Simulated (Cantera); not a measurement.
Gas mixture: CO₂ : O₂ = 0.87 : 0.91 (molar parts), at 120 Pa, frozen composition.

Cantera's kinetic-theory transport with the Lennard-Jones parameters of GRI-Mech 3.0, ideal gas; thermal conductivity in the multicomponent form.

One state of this run: ρ (kg/m³) = 0.000331; cp (J/kg/K) = 1262; μ (µPa s) = 61.8; λ (mW/m/K) = 108; Pr = 0.725; D (cm²/s) OH = 4350; D (cm²/s) CH₃ = 3190; D (cm²/s) C₂H₂ = 2380. D: mixture-averaged diffusion coefficient of that species in the mixture.

Which value of T (K) does it belong to?
A) 400
B) 1650
C) 1400
D) 1900

B, 1650
